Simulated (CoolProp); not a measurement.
Model: reference Helmholtz-energy equation of state, Platzer 1990, in CoolProp. This equation is an older, rougher fit.

Question: For c-C4F8 (RC318), give the phase and the cp (kJ/(kg K)), Prandtl number at 415.8 K and 101 kPa.

Answer: 
- 415.8 K and 101 kPa: gas; cp 0.949, Prandtl number 0.752

Viscosity comes from a separate model (Huber 2003), an estimate that may be off by 10 % or more. Thermal conductivity comes from a separate model (Huber 2003), an estimate that may be off by 10 % or more.
